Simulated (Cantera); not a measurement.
Moist CO burnout

An isothermal, constant-pressure homogeneous reactor starts with CO : O2 : H2O : N2 = 0.002 : 0.017 : 0.0015 : 1 (molar parts), equivalence ratio 0.059, at 1300 K and 1000000 Pa.

Detailed kinetics in Cantera: GRI-Mech 3.0 (53 species, 325 reactions).

```json
[
 {"t (s)": "1.00e-5", "x CO": "0.00196", "x O2": "0.0167", "x H2O": "0.00147", "x CO2": "7.07e-10", "x NO": "<1e-12"},
 {"t (s)": "5.01e-5", "x CO": "0.00196", "x O2": "0.0167", "x H2O": "0.00147", "x CO2": "4.12e-9", "x NO": "<1e-12"},
 {"t (s)": "0.000251", "x CO": "0.00196", "x O2": "0.0167", "x H2O": "0.00147", "x CO2": "5.82e-8", "x NO": "<1e-12"},
 {"t (s)": "0.00126", "x CO": "0.00194", "x O2": "0.0166", "x H2O": "0.00147", "x CO2": "2.46e-5", "x NO": "2.08e-11"},
 {"t (s)": "0.00632", "x CO": "0.00127", "x O2": "0.0163", "x H2O": "0.00147", "x CO2": "0.000689", "x NO": "8.51e-9"},
 {"t (s)": "0.0317", "x CO": "0.000226", "x O2": "0.0158", "x H2O": "0.00147", "x CO2": "0.00174", "x NO": "7.05e-8"},
 {"t (s)": "0.159", "x CO": "1.66e-6", "x O2": "0.0157", "x H2O": "0.00147", "x CO2": "0.00196", "x NO": "1.37e-7"},
 {"t (s)": "0.796", "x CO": "1.04e-9", "x O2": "0.0157", "x H2O": "0.00147", "x CO2": "0.00196", "x NO": "1.44e-7"},
 {"t (s)": "3.99", "x CO": "7.62e-10", "x O2": "0.0157", "x H2O": "0.00147", "x CO2": "0.00196", "x NO": "1.45e-7"},
 {"t (s)": "20.0", "x CO": "7.62e-10", "x O2": "0.0157", "x H2O": "0.00147", "x CO2": "0.00196", "x NO": "1.47e-7"}
]
```
x: mole fraction; the columns are a selection and need not sum to one.

Equilibrium at this temperature and pressure: CO 7.64e-10, O2 0.0156, H2O 0.00147, CO2 0.00196, NO 0.000121 (gas phase only).
